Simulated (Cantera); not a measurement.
## Equilibrium for calcination and drying: MgCO₃ + C + CO₂

A closed system holds: 1 mol MgCO₃, 0.11 mol C, 0.57 mol CO₂, equilibrated at 552 °C and 1300 Pa.

These are equilibrium values from Cantera (NASA tables, ideal gas, pure condensed phases), not measurements of a reactor. Candidate condensed phases: C, Mg, MgCO₃, MgO; 15 gas species. Rates play no part.

```yaml
x(CO₂): 0.869
x(CO): 0.131
n(MgO(s)): 1.00 mol
gas_amount: 1.680 mol
log10 activity of C(graphite) (absent): -1.94
log10 activity of MgCO₃(s) (absent): -3.52
log10 activity of Mg(s) (absent): -19.91
```
